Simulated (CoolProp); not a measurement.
Saturation properties of toluene.

The numbers come from the reference Helmholtz-energy equation of state, Lemmon 2006 in CoolProp. It is a short technical equation, of lower accuracy than the large ones.

| T (°C) | p (MPa) | enthalpy of vaporisation (kJ/kg) | vapour Z |
|---|---|---|---|
| 184.65 | 0.5657 | 304.9 | 0.8659 |
| 195.55 | 0.6926 | 295.0 | 0.8456 |
| 206.45 | [?] | 284.4 | 0.8232 |
| 217.45 | 1.011 | [?] | 0.7983 |
| 228.35 | 1.205 | 260.8 | 0.7712 |
| 239.25 | 1.425 | 247.6 | 0.7414 |
| 250.15 | 1.675 | 233.0 | 0.7085 |
| 261.15 | 1.960 | [?] | 0.6716 |
| 272.05 | 2.276 | [?] | [?] |
| 282.95 | 2.632 | 177.3 | 0.5836 |
| 293.95 | 3.034 | 151.5 | [?] |
| 304.85 | 3.481 | [?] | 0.4605 |

### Question
Some entries are withheld; supply them.

### Answer

- 206.45, p (MPa): 0.8398
- 217.45, enthalpy of vaporisation (kJ/kg): 273.0
- 261.15, enthalpy of vaporisation (kJ/kg): 216.7
- 272.05, enthalpy of vaporisation (kJ/kg): 198.4
- 272.05, vapour Z: 0.6305
- 293.95, vapour Z: 0.5283
- 304.85, enthalpy of vaporisation (kJ/kg): 118.3

It boils at 110.6 °C under 1 atm.
